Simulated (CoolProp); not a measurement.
Vapour-liquid equilibrium of CHF3 (R23) (1) + R22 (2) at -13.95 °C; x and y are mole fractions of (1).

Values from CoolProp's multi-fluid Helmholtz-energy mixture model, Penoncello 2003 and Kamei 1995; pair parameters Bell 2016.

Question: Give the bubble pressure and the first vapour's composition at x = 0.45, 0.55, 0.95. Is there an azeotrope?

Answer: x = 0.45: 952.6 kPa, y = 0.778; x = 0.55: 1081 kPa, y = 0.829; x = 0.95: 1605 kPa, y = 0.981. No azeotrope shows between x = 0.05 and 0.95.

Pair parameters are fitted to limited data, so mixtures are less certain than the pure fluids. The gap from Raoult's law changes sign with composition, which may be real or a fault of the pair parameters; it wasn't checked against measurements.
